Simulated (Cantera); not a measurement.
A perfectly stirred reactor is fed with 4.12 % C3H8, 18.8 % O2, 70.5 % N2, 6.60 % H2O, equivalence ratio 1.1, at 4.00 bar; it is adiabatic with a 675 K inlet, and is followed from long to short residence time, starting on the burning branch (τ in s: 0.03, 0.016, 0.008, 0.0041, 0.0021, 0.0011, 0.00056, 0.00029, 0.00015, 7.6e-05, 3.9e-05, 2e-05).

Model: GRI-Mech 3.0 (53 species, 325 reactions), integrated in Cantera. GRI-Mech 3.0 was tuned for natural gas; its chemistry of propane as a main component is partial and can be far from experiment.

x: mole fraction; the columns are a selection and need not sum to one.

```
τ (s)    T (K)    x C3H8     x O2   x C2H6       x H     x CH3    x CH2O    x N2O
-------  -----  --------  -------  -------  --------  --------  --------  -------
0.030     2395   1.34e-7  0.00150  1.45e-9  0.000997   1.62e-6   4.54e-7  1.47e-7
0.016     2390   2.42e-7  0.00176  2.63e-9   0.00109   2.71e-6   7.81e-7  1.57e-7
0.0080    2381   4.59e-7  0.00221  5.00e-9   0.00126   4.58e-6   1.37e-6  1.70e-7
0.0041    2368   8.35e-7  0.00285  9.15e-9   0.00150   7.32e-6   2.30e-6  1.85e-7
0.0021    2350   1.50e-6  0.00373  1.66e-8   0.00185   1.14e-5   3.75e-6  2.00e-7
0.0011    2327   2.59e-6  0.00486  2.91e-8   0.00231   1.75e-5   5.97e-6  2.13e-7
0.00056   2297   4.55e-6  0.00636  5.21e-8   0.00295   2.74e-5   9.67e-6  2.24e-7
0.00029   2262   7.88e-6  0.00816  9.24e-8   0.00375   4.33e-5   1.56e-5  2.30e-7
0.00015   2220   1.38e-5   0.0104  1.68e-7   0.00467   7.05e-5   2.58e-5  2.33e-7
7.6e-5    2170         ?        ?        ?         ?         ?         ?  2.32e-7
3.9e-5    2111         ?        ?        ?   0.00632         ?         ?  2.25e-7
2.0e-5    2019  0.000127   0.0259  2.21e-6   0.00588  0.000481  0.000176  2.01e-7
```

Task: What belongs in the gaps?

Result: 
- 7.6e-5, x C3H8: 2.56e-5
- 7.6e-5, x O2: 0.0133
- 7.6e-5, x C2H6: 3.29e-7
- 7.6e-5, x H: 0.00565
- 7.6e-5, x CH3: 0.000122
- 7.6e-5, x CH2O: 4.49e-5
- 3.9e-5, x C3H8: 5.08e-5
- 3.9e-5, x O2: 0.0175
- 3.9e-5, x C2H6: 7.11e-7
- 3.9e-5, x CH3: 0.000222
- 3.9e-5, x CH2O: 8.22e-5
